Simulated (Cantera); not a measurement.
Input: 1 mol NF3, 0.005 mol SO2, 0.25 mol O2, at 2350 K and 0.0550 bar.

Cantera equilibrium calculation (NASA polynomials, part measured and part estimated; ideal gas, pure solids and liquids). Candidate condensed phases: S; 35 gas species. The numbers say what is thermodynamically allowed, not how fast it happens.

Base state: F 0.796, N2 0.131, O2 0.0610, O 0.00695, NO 0.00381, SO2 0.00127, SO 4.83e-5, F2 3.57e-5 (mole fractions); condensed: gas only.

### Question
What changes in the equilibrium state with this change: SO2 from 0.005 to 0.2 mol?

### Answer
```csv
species,before,after
F,0.796,0.756
N2,0.131,0.124
O2,0.0610,0.0590
SO2,0.00127,0.0482
S,4.98e-7,1.96e-5
SO,4.83e-5,0.00187
SF,1.66e-6,6.21e-5
SF2,3.48e-6,0.000123
SOF2,5.35e-6,0.000186
```
The tables' values for SOF2 are old estimates; treat these amounts as uncertain.
